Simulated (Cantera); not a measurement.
A closed system holds: 1 mol CaF2, 0.71 mol H2, equilibrated at 13300 Pa.

Equilibrium computed with Cantera from the NASA thermochemical tables; the gas is ideal and each condensed phase is pure. Candidate condensed phases: Ca, CaF2; 15 gas species. Equilibrium is a limit: real reactors are often held back by kinetics, nucleation or transport.

x: gas mole fraction; n: condensed amount in mol.

| T (K) | x H2 | x CaF2 | x HF | x H | x CaF | x Ca | n CaF2(s) | n CaF2(l) |
|---|---|---|---|---|---|---|---|---|
| 1198 | 1.000 | 4.10e-9 | 1.55e-7 | 5.21e-7 | 4.02e-9 | 7.53e-8 | 1.00 | 0 |
| 1248 | 1.000 | 2.19e-8 | 4.72e-7 | 1.28e-6 | 1.82e-8 | 2.27e-7 | 1.00 | 0 |
| 1298 | 1.000 | ___ | ___ | ___ | ___ | ___ | 1.000 | 0 |
| 1348 | 1.000 | 4.20e-7 | 3.41e-6 | 6.34e-6 | 2.59e-7 | 1.58e-6 | 1.000 | 0 |
| 1398 | 1.000 | 1.55e-6 | 8.24e-6 | 1.30e-5 | 8.38e-7 | 3.70e-6 | 1.000 | 0 |
| 1448 | 1.000 | ___ | ___ | ___ | ___ | ___ | 1.000 | 0 |
| 1498 | 1.000 | 1.57e-5 | 4.01e-5 | 4.71e-5 | 6.69e-6 | 1.67e-5 | 1.000 | 0 |
| 1548 | 1.000 | 4.38e-5 | 8.18e-5 | 8.43e-5 | 1.68e-5 | 3.25e-5 | 1.000 | 0 |
| 1598 | 0.999 | 0.000114 | 0.000160 | 0.000146 | 3.96e-5 | 6.01e-5 | 1.000 | 0 |
| 1648 | 0.999 | 0.000277 | 0.000300 | 0.000244 | 8.76e-5 | 0.000106 | 1.000 | 0 |
| 1698 | 0.998 | 0.000631 | 0.000540 | 0.000396 | 0.000183 | 0.000179 | 0 | 0.999 |
| 1748 | 0.997 | 0.00129 | 0.000923 | 0.000625 | 0.000351 | 0.000286 | 0 | 0.999 |
| 1798 | 0.994 | 0.00253 | 0.00153 | 0.000961 | 0.000646 | 0.000444 | 0 | 0.997 |

Complete the blanks.


- 1298, x CaF2: 1.02e-7
- 1298, x HF: 1.32e-6
- 1298, x H: 2.93e-6
- 1298, x CaF: 7.24e-8
- 1298, x Ca: 6.23e-7
- 1448, x CaF2: 5.18e-6
- 1448, x HF: 1.87e-5
- 1448, x H: 2.52e-5
- 1448, x CaF: 2.47e-6
- 1448, x Ca: 8.12e-6
